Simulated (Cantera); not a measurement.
**CCl4 + F2 (fluorocarbon and chlorocarbon gases)**

A closed system holds: 1 mol CCl4, 0.1 mol F2, equilibrated at 0.00133 bar.

Method: chemical equilibrium by Gibbs-energy minimisation in Cantera with the NASA 1993 tables (ideal gas, pure condensed phases). Candidate condensed phases: C; 27 gas species. The tables' values for CCl are old estimates; treat these amounts as uncertain. Gases not in the tables: C2F6 and larger saturated fluorocarbons. Rates play no part.

```
T (°C)   x Cl      x F     x Cl2     x CF4     x CF2  n C(graphite)
------  -----  -------  --------  --------  --------  -------------
1427    0.952  0.00182    0.0328    0.0112   0.00172          0.948
1502    0.966  0.00450    0.0158   0.00938   0.00360          0.947
1577    0.969  0.00980   0.00793   0.00649   0.00641          0.947
1652    0.965   0.0181   0.00414   0.00306   0.00886          0.950
1727    0.961   0.0273   0.00226  0.000804   0.00866          0.960
1802    0.957   0.0344   0.00129  0.000130   0.00633          0.972
1877    0.955   0.0393  0.000768   1.70e-5   0.00399          0.982
1952    0.954   0.0425  0.000474   2.11e-6   0.00236          0.988
2027    0.953   0.0442  0.000301   2.66e-7   0.00135          0.991
2102    0.953   0.0451  0.000198   3.54e-8  0.000774          0.992
2177    0.952   0.0455  0.000133   5.10e-9  0.000448          0.990
2252    0.952   0.0455   9.13e-5  8.01e-10  0.000264          0.984
2327    0.950   0.0452   6.40e-5  1.37e-10  0.000158          0.967
2402    0.946   0.0447   4.55e-5  2.52e-11   9.63e-5          0.920
```
x: gas mole fraction; n: condensed amount in mol.

From 1427 °C to 2402 °C the condensed part is C(graphite). The main C-bearing gas is CF4 at 1427 °C and C3 at 2402 °C. The share of C in condensed phases is highest at 2102 °C (99.2 %) and lowest at 2402 °C (92.0 %).
